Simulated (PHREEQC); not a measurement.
Make-up at 33 °C: 0.00165 mol CuSO4, 0.0006 mol MgSO4, 0.0014 mol HCl and 0.0455 mol NaCl per kg of water. Closed to the air; pH follows from the charge balance.

All values are PHREEQC results (ion-association model, phreeqc.dat), not measurements.

Question: The ionic strength comes out as 0.0544 mol/kgw. What activity coefficients do H+, Mg+2, Cu+2, HSO4-, SO4-2 get?

Answer: H+ 0.85, Mg+2 0.47, Cu+2 0.47, HSO4- 0.81, SO4-2 0.45.

No solid was allowed to form.
